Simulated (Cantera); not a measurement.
**Premixed flame**

A freely propagating, adiabatic, planar premixed flame of 3.81 % C₃H₈, 21.9 % O₂, 74.3 % N₂, equivalence ratio 0.87, unburnt at 625 K and 1000000 Pa; mixture-averaged transport, grid criteria slope 0.08 and curve 0.16, no radiation.

Cantera simulation using GRI-Mech 3.0 (53 species, 325 reactions); the numbers are that mechanism's predictions, not measurements. GRI-Mech 3.0 was tuned for natural gas; its chemistry of propane as a main component is partial and can be far from experiment. Burning velocities carry a grid error of a few per cent, more on coarse grids.

```csv
z (mm),T (K),u (m/s),x C₃H₈,x O₂,x HCO,x CH₂,x H,x C₂H₂
-0.117,625,0.977,0.0381,0.219,<1e-8,<1e-8,<1e-8,3.11e-8
-0.0783,627,0.982,0.0380,0.218,<1e-8,<1e-8,<1e-8,5.01e-7
-0.0587,635,0.996,0.0379,0.217,<1e-8,<1e-8,<1e-8,2.82e-6
-0.0391,688,1.08,0.0373,0.211,<1e-8,<1e-8,<1e-8,2.30e-5
-0.0196,1015,1.64,0.0287,0.175,3.61e-7,3.27e-8,7.08e-6,0.000215
-0.00978,1412,2.33,0.0120,0.132,1.29e-5,2.86e-6,0.000152,0.000556
0,1835,3.09,0.000473,0.0846,5.48e-5,3.69e-5,0.00133,0.000865
0.00978,2052,3.45,4.36e-7,0.0576,1.36e-5,1.78e-5,0.00249,0.000162
0.0196,2151,3.59,<1e-8,0.0468,1.16e-6,1.51e-6,0.00259,6.68e-6
0.0391,2264,3.75,<1e-8,0.0387,8.47e-8,<1e-8,0.00196,<1e-8
0.0783,2370,3.90,<1e-8,0.0334,2.43e-8,<1e-8,0.00104,<1e-8
0.157,2441,3.99,<1e-8,0.0301,<1e-8,<1e-8,0.000491,<1e-8
0.313,2470,4.03,<1e-8,0.0286,<1e-8,<1e-8,0.000315,<1e-8
```
x: mole fraction of selected species; z is measured from the peak of heat release.

The laminar burning velocity is 97.6 cm/s. The thermal thickness is 0.0391 mm. The peak x(HCO) is 5.54e-5. The peak x(CH₂) is 4.04e-5, the peak x(H) is 0.00263 and the peak x(C₂H₂) is 0.000895.
